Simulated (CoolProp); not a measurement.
The numbers come from the reference Helmholtz-energy equation of state, Gao 2016 in CoolProp.

Task: For sulfur dioxide, give the phase and the density (kg/m³), cp (kJ/(kg K)), cv (kJ/(kg K)), isothermal compressibility (1/MPa) at 96.15 °C and 3.55 MPa; 96.15 °C and 8.28 MPa; 96.15 °C and 9.46 MPa.

Result: 
- 96.15 °C and 3.55 MPa: liquid; density 1140, cp 1.64, cv 0.808, isothermal compressibility 0.00578
- 96.15 °C and 8.28 MPa: liquid; density 1160, cp 1.55, cv 0.796, isothermal compressibility 0.00443
- 96.15 °C and 9.46 MPa: liquid; density 1170, cp 1.53, cv 0.793, isothermal compressibility 0.00419
